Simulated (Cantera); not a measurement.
What does this Cantera script print?

```python
import numpy as np
import cantera as ct

gas_names = [...]  # 114 gases of nasa_gas.yaml made of C, Fe, H, O
cond_names = """
    C(gr) C6H6(L) C7H8(L) C8H18(L),n-octa Fe(a) Fe(c) Fe(d) Fe(L) FeC5O5(L) FeO(s) FeO(L) Fe(OH)2(s)
    Fe(OH)3(s) Fe2O3(s) Fe3O4(s) H2O(s) H2O(L)
""".split()


# ... load() reads the species with a 1 bar reference pressure and builds the phases ...
atoms = {
    'Fe2O3': {'Fe': 2, 'O': 3},
    'CH4': {'C': 1, 'H': 4},
    'H2': {'H': 2},
}
top_T = {'C(gr)': 4500, 'Fe2O3(s)': 1830, 'Fe3O4(s)': 1870}  # K; cautious upper limits of use, not melting points


# ... equilibrate(T, P, feed) seeds the gas with the atoms and calls Mixture.equilibrate('TP', solver="gibbs", rtol=1e-10, max_steps=50000) ...
results = []
P = 133.322  # Pa
for T in [1823, 1873, 1923, 1973, 2023, 2073, 2123, 2173, 2223]:
    for m in [0.71, 0.83, 0.98, 1.1, 1.3, 1.6, 1.9, 2.2, 2.6, 3]:
        feed = {'Fe2O3': 1, 'CH4': m, 'H2': 0.11}  # mol
        mix = equilibrate(T, P, feed)
        results.append((T, P, feed, dict(zip(mix.species_names, mix.species_moles))))

for T, P, feed, n in results:
    print(f"{T:7g} {feed['CH4']:10.4g}  " + (" + ".join(c for c in cond_names if n.get(c, 0) > 1e-12) or "gas only"))
```

Result:

```
   1823       0.71  Fe(L) + FeO(L)
   1823       0.83  Fe(L) + FeO(L)
   1823       0.98  Fe(L) + FeO(L)
   1823        1.1  Fe(L) + FeO(L)
   1823        1.3  Fe(L) + FeO(L)
   1823        1.6  Fe(L) + FeO(L)
   1823        1.9  Fe(L)
   1823        2.2  Fe(L)
   1823        2.6  Fe(L)
   1823          3  Fe(L)
   1873       0.71  Fe(L) + FeO(L)
   1873       0.83  Fe(L) + FeO(L)
   1873       0.98  Fe(L) + FeO(L)
   1873        1.1  Fe(L) + FeO(L)
   1873        1.3  Fe(L) + FeO(L)
   1873        1.6  Fe(L) + FeO(L)
   1873        1.9  Fe(L)
   1873        2.2  Fe(L)
   1873        2.6  Fe(L)
   1873          3  Fe(L)
   1923       0.71  FeO(L)
   1923       0.83  Fe(L) + FeO(L)
   1923       0.98  Fe(L) + FeO(L)
   1923        1.1  Fe(L) + FeO(L)
   1923        1.3  Fe(L) + FeO(L)
   1923        1.6  Fe(L) + FeO(L)
   1923        1.9  Fe(L)
   1923        2.2  Fe(L)
   1923        2.6  Fe(L)
   1923          3  Fe(L)
   1973       0.71  FeO(L)
   1973       0.83  FeO(L)
   1973       0.98  FeO(L)
   1973        1.1  Fe(L) + FeO(L)
   1973        1.3  Fe(L) + FeO(L)
   1973        1.6  Fe(L) + FeO(L)
   1973        1.9  Fe(L)
   1973        2.2  Fe(L)
   1973        2.6  gas only
   1973          3  gas only
   2023       0.71  FeO(L)
   2023       0.83  FeO(L)
   2023       0.98  FeO(L)
   2023        1.1  FeO(L)
   2023        1.3  FeO(L)
   2023        1.6  gas only
   2023        1.9  gas only
   2023        2.2  gas only
   2023        2.6  gas only
   2023          3  gas only
   2073       0.71  FeO(L)
   2073       0.83  FeO(L)
   2073       0.98  FeO(L)
   2073        1.1  FeO(L)
   2073        1.3  FeO(L)
   2073        1.6  gas only
   2073        1.9  gas only
   2073        2.2  gas only
   2073        2.6  gas only
   2073          3  gas only
   2123       0.71  FeO(L)
   2123       0.83  FeO(L)
   2123       0.98  FeO(L)
   2123        1.1  FeO(L)
   2123        1.3  gas only
   2123        1.6  gas only
   2123        1.9  gas only
   2123        2.2  gas only
   2123        2.6  gas only
   2123          3  gas only
   2173       0.71  FeO(L)
   2173       0.83  FeO(L)
   2173       0.98  FeO(L)
   2173        1.1  gas only
   2173        1.3  gas only
   2173        1.6  gas only
   2173        1.9  gas only
   2173        2.2  gas only
   2173        2.6  gas only
   2173          3  gas only
   2223       0.71  FeO(L)
   2223       0.83  FeO(L)
   2223       0.98  gas only
   2223        1.1  gas only
   2223        1.3  gas only
   2223        1.6  gas only
   2223        1.9  gas only
   2223        2.2  gas only
   2223        2.6  gas only
   2223          3  gas only
```

Method: chemical equilibrium by Gibbs-energy minimisation in Cantera with the NASA 1993 tables (ideal gas, pure condensed phases). Each liquid is taken as pure. Mutual solubility and eutectic melting of coexisting phases are not modelled. The tables' stoichiometric FeO is somewhat more stable than real wüstite, so its field is too wide. FeO: taken at fixed stoichiometry.
